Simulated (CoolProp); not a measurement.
Vapour-liquid equilibrium of n-pentane (1) + benzene (2) at 54.05 °C; x and y are mole fractions of (1).

Values from CoolProp's multi-fluid Helmholtz-energy mixture model, Thol 2019 and Thol 2012; pair parameters Bell 2016.

```json
[
 {"x": "0.05", "bubble pressure, mixture model (MPa)": "0.05523", "bubble pressure, Raoult's law (MPa)": "0.04904", "y, mixture model": "0.269", "y, Raoult's law": "0.184"},
 {"x": "0.2", "bubble pressure, mixture model (MPa)": "0.08551", "bubble pressure, Raoult's law (MPa)": "0.06975", "y, mixture model": "0.587", "y, Raoult's law": "0.517"},
 {"x": "0.35", "bubble pressure, mixture model (MPa)": "0.1076", "bubble pressure, Raoult's law (MPa)": "0.09045", "y, mixture model": "0.716", "y, Raoult's law": "0.697"},
 {"x": "0.5", "bubble pressure, mixture model (MPa)": "0.1257", "bubble pressure, Raoult's law (MPa)": "0.1112", "y, mixture model": "0.797", "y, Raoult's law": "0.810"},
 {"x": "0.65", "bubble pressure, mixture model (MPa)": "0.1421", "bubble pressure, Raoult's law (MPa)": "0.1319", "y, mixture model": "0.861", "y, Raoult's law": "0.888"},
 {"x": "0.8", "bubble pressure, mixture model (MPa)": "0.1581", "bubble pressure, Raoult's law (MPa)": "0.1526", "y, mixture model": "0.920", "y, Raoult's law": "0.945"},
 {"x": "0.95", "bubble pressure, mixture model (MPa)": "0.1745", "bubble pressure, Raoult's law (MPa)": "0.1733", "y, mixture model": "0.979", "y, Raoult's law": "0.988"}
]
```

The largest gap from Raoult's law is +22.6 % in bubble pressure, at x = 0.2. No azeotrope shows between x = 0.05 and 0.95.

Pair parameters are fitted to limited data, so mixtures are less certain than the pure fluids.
